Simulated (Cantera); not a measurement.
A perfectly stirred reactor is fed with CH₄ : C₂H₆ : C₃H₈ : O₂ : N₂ : CO₂ = 1 : 0.06 : 1.5 : 10.8 : 40.6 : 7 (molar parts), equivalence ratio 0.90, at 2.20 bar; it is adiabatic with a 500 K inlet, and is followed from long to short residence time, starting on the burning branch (τ in s: 0.29, 0.1, 0.038, 0.014, 0.0051, 0.0018, 0.00067, 0.00025, 9e-05, 3.3e-05, 1.2e-05, 4.4e-06).

Detailed kinetics in Cantera: GRI-Mech 3.0 (53 species, 325 reactions). GRI-Mech 3.0 was tuned for natural gas; its chemistry of propane as a main component is partial and can be far from experiment.

Q: What does this change do: O2 10.8 to 16 parts?

A: 
```tsv
quantity	before	after
blow-out, bracketed by the residence times tried	burning at 90.0 µs, out at 33.0 µs	burning at 90.0 µs, out at 33.0 µs
x(CH₄) at τ = 0.290 s	4.10e-7	3.67e-7
x(C₂H₆) at τ = 0.290 s	2.56e-9	3.30e-9
x(C₃H₈) at τ = 0.290 s	5.89e-8	7.52e-8
x(C₂H₂) at τ = 0.290 s	6.32e-7	3.39e-7
x(H₂O₂) at τ = 0.290 s	6.61e-8	9.94e-8
x(CH₄) at τ = 0.670 ms	3.67e-5	3.26e-5
x(C₂H₆) at τ = 0.670 ms	5.22e-7	4.90e-7
x(C₃H₈) at τ = 0.670 ms	1.09e-5	1.15e-5
x(C₂H₂) at τ = 0.670 ms	1.46e-5	7.21e-6
x(H₂O₂) at τ = 0.670 ms	4.13e-7	4.71e-7
```

Q: What does this change do: 2.1 parts H2O added?

A: 
| quantity | before | after |
|---|---|---|
| blow-out, bracketed by the residence times tried | burning at 90.0 µs, out at 33.0 µs | burning at 90.0 µs, out at 33.0 µs |
| x(CH₄) at τ = 0.290 s | 4.10e-7 | 5.16e-7 |
| x(C₂H₆) at τ = 0.290 s | 2.56e-9 | 3.14e-9 |
| x(C₃H₈) at τ = 0.290 s | 5.89e-8 | 6.89e-8 |
| x(C₂H₂) at τ = 0.290 s | 6.32e-7 | 8.86e-7 |
| x(H₂O₂) at τ = 0.290 s | 6.61e-8 | 7.06e-8 |
| x(CH₄) at τ = 0.670 ms | 3.67e-5 | 4.21e-5 |
| x(C₂H₆) at τ = 0.670 ms | 5.22e-7 | 5.85e-7 |
| x(C₃H₈) at τ = 0.670 ms | 1.09e-5 | 1.23e-5 |
| x(C₂H₂) at τ = 0.670 ms | 1.46e-5 | 1.96e-5 |
| x(H₂O₂) at τ = 0.670 ms | 4.13e-7 | 4.98e-7 |
